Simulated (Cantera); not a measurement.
Feed: 1 mol n-butane, 0.012 mol NH3, 0.42 mol H2O, held at 0.450 bar.

Method: chemical equilibrium by Gibbs-energy minimisation in Cantera with the NASA 1993 tables (ideal gas, pure condensed phases). Candidate condensed phases: C, C6H6, C7H8, C8H18, H2O; 169 gas species. Ions and electrons are included (thermal ionisation). The numbers say what is thermodynamically allowed, not how fast it happens.

x: gas mole fraction; n: condensed amount in mol.

```tsv
T (K)	x H2	x H	x C	x CO	x C2H2 (acetylene)	x C3	x C2H	x C2	n C(graphite)
2500	0.883	0.0352	3.70e-7	0.0704	0.00955	1.10e-6	2.74e-5	1.02e-7	3.46
3000	___	___	___	___	___	___	___	___	___
3500	___	___	___	___	___	0.0563	___	___	0
4000	0.0928	0.724	0.0428	0.0363	0.00479	0.0555	0.0182	0.0220	0
4500	0.0215	0.756	0.136	0.0311	0.000202	0.0199	0.00484	0.0285	0
5000	0.00590	0.736	0.211	0.0289	5.49e-6	0.00207	0.000600	0.0134	0
```

Problem. Some entries are withheld; supply them.

Solution. 
- 3000, x H2: 0.691
- 3000, x H: 0.196
- 3000, x C: 0.000113
- 3000, x CO: 0.0645
- 3000, x C2H2 (acetylene): 0.0430
- 3000, x C3: 0.000693
- 3000, x C2H: 0.00209
- 3000, x C2: 7.04e-5
- 3000, n C(graphite): 2.93
- 3500, x H2: 0.300
- 3500, x H: 0.482
- 3500, x C: 0.00629
- 3500, x CO: 0.0480
- 3500, x C2H2 (acetylene): 0.0586
- 3500, x C2H: 0.0296
- 3500, x C2: 0.00662
